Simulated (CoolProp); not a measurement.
Model: reference Helmholtz-energy equation of state, Gao 2016, in CoolProp.

Task: For sulfur dioxide, give the phase and the Z, cv (kJ/(kg K)), speed of sound (m/s), expansivity (1/kK) at 458.3 K and 7.01 MPa; 458.3 K and 11.8 MPa.

Result: 
- 458.3 K and 7.01 MPa: gas; Z 0.696, cv 0.716, speed of sound 225, expansivity 7.28
- 458.3 K and 11.8 MPa: supercritical; Z 0.365, cv 0.875, speed of sound 212, expansivity 29.8
